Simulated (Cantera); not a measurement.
Cantera run, input and output.

```python
import numpy as np
import cantera as ct

gas = ct.Solution("gri30.yaml")
gas.TPX = 350, 440000, {'CH4': 1, 'C2H6': 0.33, 'O2': 3.71, 'N2': 14}
flame = ct.FreeFlame(gas, width=0.014)
flame.set_refine_criteria(ratio=3, slope=0.08, curve=0.16)
flame.transport_model = "mixture-averaged"
flame.solve(loglevel=0, auto=True)
flame.transport_model = "multicomponent"
flame.soret_enabled = True
flame.solve(loglevel=0, refine_grid=True)
z, T = flame.grid, flame.T
thick = (T[-1] - T[0]) / np.gradient(T, z).max()
show = ['CH4', 'C2H6', 'O2', 'HCN', 'NO', 'O']
print(f"laminar burning velocity  {flame.velocity[0] * 100:.3f} cm/s")
print(f"burnt temperature         {T[-1]:.1f} K")
print(f"thermal thickness         {thick * 1e3:.4f} mm")
print(f"grid points               {len(z)}")
z0 = z[flame.heat_release_rate.argmax()]
print(f"{'z/mm':>9s}{'T/K':>9s}{'u/(m/s)':>9s}" + "".join(f"{s:>11s}" for s in show))
rows = []
for k in (-3, -2, -1.5, -1, -0.5, -0.25, 0, 0.25, 0.5, 1, 2, 4, 8):
    zz = z0 + k * thick
    rows.append([k * thick, np.interp(zz, z, T), np.interp(zz, z, flame.velocity),
                 *(np.interp(zz, z, flame.X[gas.species_index(s)]) for s in show)])
    print(f"{rows[-1][0] * 1e3:9.3f}{rows[-1][1]:9.1f}{rows[-1][2]:9.3f}" + "".join(f"{x:11.3e}" for x in rows[-1][3:]))
```

It prints:

```
laminar burning velocity  25.106 cm/s
burnt temperature         2126.9 K
thermal thickness         0.1550 mm
grid points               143
     z/mm      T/K  u/(m/s)        CH4       C2H6         O2        HCN         NO          O
   -0.465    350.3    0.251  5.247e-02  1.733e-02  1.948e-01  1.703e-11  4.254e-11  1.565e-14
   -0.310    353.1    0.253  5.222e-02  1.733e-02  1.946e-01  2.449e-10  4.411e-10  3.003e-14
   -0.233    367.3    0.264  5.130e-02  1.731e-02  1.939e-01  2.200e-09  3.078e-09  2.717e-13
   -0.155    463.5    0.334  4.701e-02  1.689e-02  1.874e-01  2.495e-08  3.994e-08  1.444e-11
   -0.078    913.9    0.666  3.190e-02  1.150e-02  1.482e-01  2.123e-07  1.164e-06  2.196e-07
   -0.039   1322.9    0.972  1.765e-02  4.462e-03  1.072e-01  4.571e-07  4.075e-06  1.848e-05
    0.000   1715.8    1.267  3.541e-03  1.556e-04  6.381e-02  7.955e-07  7.889e-06  4.454e-04
    0.039   1883.5    1.384  1.186e-04  7.351e-08  4.350e-02  4.815e-07  1.211e-05  1.516e-03
    0.078   1955.9    1.431  2.371e-06  2.428e-11  3.744e-02  1.313e-07  1.506e-05  1.533e-03
    0.155   2031.7    1.480  1.714e-09 -3.266e-15  3.325e-02  1.080e-08  1.877e-05  1.008e-03
    0.310   2087.8    1.516  7.135e-14 -8.702e-17  3.078e-02  3.212e-10  2.292e-05  4.875e-04
    0.620   2116.7    1.535  2.427e-15  1.422e-17  2.966e-02  5.387e-12  2.716e-05  2.234e-04
    1.240   2125.8    1.540  3.691e-16  4.859e-18  2.934e-02  2.333e-13  3.233e-05  1.474e-04
```

Model: GRI-Mech 3.0 (53 species, 325 reactions), integrated in Cantera. Burning velocities carry a grid error of a few per cent, more on coarse grids.
